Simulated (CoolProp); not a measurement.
R11 along the isobar 870 kPa: Z from the reference equation and from simpler models built on Tc = 198.0 °C, pc = 4408 kPa, ω = 0.189; each cubic takes its own stable root.

The numbers come from the reference Helmholtz-energy equation of state, Jacobsen 1992 in CoolProp.

```csv
T (°C),phase,reference
74.25,liquid,0.03059
88.05,liquid,0.03031
115.85,gas,0.8591
129.75,gas,0.8771
143.55,gas,0.8916
157.45,gas,0.9038
171.35,gas,0.9141
185.25,gas,0.9230
199.05,gas,0.9307
212.95,gas,0.9375
226.85,gas,0.9435
```

Question: How far does each simpler model (Redlich-Kwong, Soave-Redlich-Kwong) lie from the reference over these 11 states: mean and median of the absolute difference, and the worst?

Answer: 
- Redlich-Kwong: mean 2.3 %, median 0.3 %, worst +11.1 % at 88.05 °C and 870 kPa
- Soave-Redlich-Kwong: mean 1.4 %, median 0.1 %, worst +7.4 % at 88.05 °C and 870 kPa
